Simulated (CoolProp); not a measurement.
Vapour-liquid equilibrium of cyclohexane (1) + n-octane (2) at 14.8 bar; x and y are mole fractions of (1).

Values from CoolProp's multi-fluid Helmholtz-energy mixture model, Zhou 2014 and Beckmüller 2019; pair parameters Bell 2016.

Question: Give the bubble temperature and the first vapour's composition at x = 0.125, 0.65, 0.725. Is there an azeotrope?

Answer: x = 0.125: 525.2 K, y = 0.178; x = 0.65: 495.8 K, y = 0.764; x = 0.725: 492.0 K, y = 0.823. No azeotrope shows between x = 0.05 and 0.95.

The pair parameters rest on a limited set of measurements; away from them the model extrapolates.
